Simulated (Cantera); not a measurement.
A freely propagating, adiabatic, planar premixed flame of H₂ : O₂ : N₂ = 1 : 0.5 : 1.88 (molar parts), unburnt at 450 K and 1.48 atm; multicomponent+Soret transport, grid criteria slope 0.08 and curve 0.16, no radiation.

Computed with Cantera and the H2/O2 subset of GRI-Mech 3.0, which has no nitrogen chemistry. Burning velocities carry a grid error of a few per cent, more on coarse grids.

x: mole fraction of selected species; z is measured from the peak of heat release.

```tsv
z (mm)	T (K)	u (m/s)	x H₂	x O₂	x O	x H	x H₂O	x H₂O₂
-0.717	450	4.09	0.296	0.148	<1e-8	<1e-8	<1e-8	<1e-8
-0.478	450	4.09	0.296	0.148	<1e-8	<1e-8	<1e-8	<1e-8
-0.359	450	4.09	0.296	0.148	<1e-8	<1e-8	5.75e-8	<1e-8
-0.239	450	4.09	0.295	0.148	1.09e-8	<1e-8	1.55e-6	1.23e-8
-0.120	464	4.13	0.277	0.152	2.06e-6	6.43e-6	0.000519	6.71e-6
-0.0598	705	6.01	0.231	0.149	0.000183	0.00233	0.0207	6.84e-5
0	1193	9.92	0.149	0.112	0.00357	0.0216	0.103	1.43e-5
0.0598	…	12.7	…	…	…	0.0406	…	…
0.120	1712	14.1	0.0478	0.0340	0.0105	0.0412	0.237	2.36e-6
0.239	1884	15.4	0.0416	0.0257	0.00928	0.0320	0.255	1.22e-6
0.478	2051	16.5	0.0380	0.0212	0.00685	0.0215	0.268	6.78e-7
0.957	2199	17.6	0.0324	0.0170	0.00450	0.0131	0.283	4.38e-7
1.91	2319	18.4	…	…	…	…	0.297	…
```

**Question.** What belongs in the gaps?

**Answer.** 
- 0.0598, T (K): 1537
- 0.0598, x H₂: 0.0726
- 0.0598, x O₂: 0.0563
- 0.0598, x O: 0.00918
- 0.0598, x H₂O: 0.200
- 0.0598, x H₂O₂: 4.26e-6
- 1.91, x H₂: 0.0258
- 1.91, x O₂: 0.0134
- 1.91, x O: 0.00270
- 1.91, x H: 0.00731
- 1.91, x H₂O₂: 3.23e-7
